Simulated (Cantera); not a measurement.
An adiabatic, constant-pressure homogeneous reactor starts with 7.18 % CH4, 18.2 % O2, 72.5 % N2, 2.15 % H2O, at 1325 K and 18.0 bar.

Model: GRI-Mech 3.0 (53 species, 325 reactions), integrated in Cantera. The pressure lies above the range GRI-Mech 3.0 was tuned for (to about 10 atm).

Predict: time of steepest temperature rise; temperature at 6.00 s; equilibrium temperature; x(O2) at 6.00 s; x(H2O) at 6.00 s; x(N2O) at 6.00 s; x(OH) at 6.00 s.


* **time of steepest temperature rise**: 0.592 ms
* **temperature at 6.00 s**: 2635 K
* **equilibrium temperature**: 2635 K
* **x(O2) at 6.00 s**: 0.0338 (gas-phase equilibrium 0.0338)
* **x(H2O) at 6.00 s**: 0.157 (gas-phase equilibrium 0.157)
* **x(N2O) at 6.00 s**: 2.48e-6 (gas-phase equilibrium 2.48e-6)
* **x(OH) at 6.00 s**: 0.00834 (gas-phase equilibrium 0.00834)
